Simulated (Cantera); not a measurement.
Feed: 1 mol Si3N4, 0.005 mol O2, 7.1 mol N2.

Method: chemical equilibrium by Gibbs-energy minimisation in Cantera with the NASA 1993 tables (ideal gas, pure condensed phases). Candidate condensed phases: Si, SiO2, Si2N2O, Si3N4; 16 gas species. Mutual solubility and eutectic melting of coexisting phases are not modelled. Equilibrium is a limit: real reactors are often held back by kinetics, nucleation or transport.

Stable condensed phases, one row left out:

```
T in °C \ P in Pa
            0.10    0.60     3.6      22     130     770    4600   28000  170000 1000000
   1775        A       A       A       A       B       B       B       B       C       D
   1675        A       A       A       B       B       B       B       C       D       D
   1575        A       A       B       B       B       B       C       D       D       D
   1475        A       B       B       B       B       C       D       D       D       D
   1375        A       B       B       B       C       D       D       D       D       D
   1275        B       B       B       C       D       D       D       D       D       D
   1075        B       C       D       D       D       D       D       D       D       D
    975        D       D       D       D       D       D       D       D       D       D
    875        D       D       D       D       D       D       D       D       D       D
```

A: gas only; B: Si; C: Si3N4; D: Si2N2O + Si3N4.

Question: Give the row for 1175 °C.

Answer: 0.10: Si; 0.60: Si; 3.6: Si3N4; 22: Si2N2O + Si3N4; 130: Si2N2O + Si3N4; 770: Si2N2O + Si3N4; 4600: Si2N2O + Si3N4; 28000: Si2N2O + Si3N4; 170000: Si2N2O + Si3N4; 1000000: Si2N2O + Si3N4.
